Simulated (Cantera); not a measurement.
Sublimation and decomposition of ceramics: BN + H₂

Input: 1 mol BN, 0.27 mol H₂, held at 1473.15 K.

Cantera equilibrium calculation (NASA polynomials, part measured and part estimated; ideal gas, pure solids and liquids). Candidate condensed phases: B, BN; 15 gas species. Mutual solubility and eutectic melting of coexisting phases are not modelled. Equilibrium is a limit: real reactors are often held back by kinetics, nucleation or transport.

| P (Pa) | log p H₂ | log p H | log p N₂ | log p BH₂ | log p BH₃ | log p NH₃ | log p B | log p BH | n B(s) | n BN(s) |
|---|---|---|---|---|---|---|---|---|---|---|
| 1 | -5.00 | -7.40 | -8.58 | -10.13 | -12.77 | -15.97 | -12.07 | -13.07 | 0.000140 | 1.000 |
| 10 | -4.00 | -6.90 | -8.58 | -9.13 | -11.27 | -14.46 | -12.07 | -12.57 | 0 | 1.000 |
| 100 | -3.00 | -6.40 | -8.47 | -8.18 | -9.82 | -12.91 | -12.12 | -12.12 | 0 | 1.000 |
| 1000 | -2.00 | -5.90 | -7.79 | -7.52 | -8.66 | -11.07 | -12.46 | -11.96 | 0 | 1.000 |
| 10000 | -1.00 | -5.40 | -7.09 | -6.87 | -7.52 | -9.22 | -12.81 | -11.81 | 0 | 1.00 |
| 100000 | 0.00 | -4.90 | -6.34 | -6.25 | -6.39 | -7.34 | <-12 | -11.69 | 0 | 1.00 |
| 1000000 | 1.00 | -4.40 | -5.62 | -5.61 | -5.25 | -5.48 | <-11 | <-11 | 0 | 1.00 |
log p: log10 of the partial pressure in bar; n: condensed amount in mol.

At 1.00e-5 bar the condensed part is B(s) + BN(s). From 0.000100 bar to 10.0 bar the condensed part is BN(s).
